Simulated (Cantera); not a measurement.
A closed system holds: 1 mol CH3SiCl3, 0.41 mol C2H4, 1.9 mol H2, equilibrated at 1802 °C and 0.133 bar.

These are equilibrium values from Cantera (NASA tables, ideal gas, pure condensed phases), not measurements of a reactor. Candidate condensed phases: C, C6H6, C7H8, C8H18, Si, SiC; 109 gas species. The feed counts by its element totals alone. The tables' values for SiCl3, SiCl are old estimates; treat these amounts as uncertain. Kinetics and transport are ignored.

Base state: H2 0.526, HCl 0.412, SiCl2 0.0508, H 0.00529, Cl 0.00306, SiCl3 0.00188, C2H2 (acetylene) 0.000653, SiCl 0.000238 (mole fractions); condensed: C(graphite) + SiC(s).

Problem. What changes in the equilibrium state with this change: CH3SiCl3 replaced by (CH3)2SiCl2?

Solution. 
```csv
species,before,after
H2,0.526,0.712
HCl,0.412,0.263
SiCl2,0.0508,0.0153
SiCl4,7.14e-5,6.48e-6
SiCl3,0.00188,0.000310
"C(graphite), mol",1.12,1.91
"SiC(s), mol",0.695,0.893
```

Problem. What changes in the equilibrium state with this change: temperature from 1802 °C to 2052 °C?

Solution. 
| species | before | after |
|---|---|---|
| H2 | 0.526 | 0.528 |
| HCl | 0.412 | 0.365 |
| SiCl2 | 0.0508 | 0.0667 |
| H | 0.00529 | 0.0219 |
| Cl | 0.00306 | 0.0109 |
| SiC2 | 3.17e-6 | 0.000201 |
| Si2C | 2.03e-6 | 0.000117 |
| C(graphite), mol | 1.12 | 1.20 |
| SiC(s), mol | 0.695 | 0.583 |
The tables' values for SiCl, SiCl3 are old estimates; treat these amounts as uncertain. Gases not in the tables: Si2H6 and higher silanes.
